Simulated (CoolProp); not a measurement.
Saturation properties of ammonia (Tc = 405.6 K, pc = 11.36 MPa, ω = 0.256).

Values from CoolProp's reference Helmholtz-energy equation of state, Gao 2020.

| T (K) | p (MPa) | liquid cp (kJ/(kg K)) | surface tension (mN/m) | liquid viscosity (µPa s) | vapour viscosity (µPa s) | liquid conductivity (mW/(m K)) |
|---|---|---|---|---|---|---|
| 308.7 | 1.371 | 4.882 | (withheld) | 119 | 10.2 | 456 |
| 314.4 | 1.609 | 4.949 | 16.8 | 113 | 10.4 | 440 |
| 320 | 1.872 | 5.023 | 15.6 | 107 | 10.6 | 425 |
| 325.7 | 2.171 | 5.109 | 14.3 | 101 | 10.8 | 410 |
| 331.3 | 2.499 | 5.207 | 13.1 | 96.2 | 11.0 | 395 |
| 337 | 2.869 | 5.323 | 11.9 | 91.1 | 11.2 | 379 |
| 342.6 | 3.271 | 5.457 | 10.7 | 86.4 | 11.4 | 365 |
| 348.3 | 3.722 | 5.620 | 9.57 | 81.8 | 11.7 | 350 |
| 353.9 | 4.209 | 5.815 | 8.45 | 77.4 | 12.0 | 335 |
| 359.6 | 4.752 | 6.062 | (withheld) | 73.1 | 12.3 | 320 |
| 365.2 | 5.336 | 6.372 | 6.26 | 69.0 | 12.7 | 306 |
| 370.9 | (withheld) | (withheld) | 5.20 | 64.9 | 13.1 | (withheld) |
| 376.5 | 6.677 | 7.357 | 4.20 | 60.9 | 13.6 | 276 |
| 382.2 | 7.443 | 8.215 | 3.22 | 56.8 | 14.3 | 261 |
| 387.9 | 8.277 | 9.624 | 2.29 | 52.5 | 15.1 | 245 |

Question: Fill in the missing entries.

Answer: 
- 308.7, surface tension (mN/m): 18.1
- 359.6, surface tension (mN/m): 7.33
- 370.9, p (MPa): 5.984
- 370.9, liquid cp (kJ/(kg K)): 6.789
- 370.9, liquid conductivity (mW/(m K)): 291

It boils at 239.8 K under 1 atm.

Viscosity comes from a separate model (Fenghour 1995). Thermal conductivity comes from a separate model (Tufeu 1984). Surface tension comes from a separate correlation (Mulero 2012).
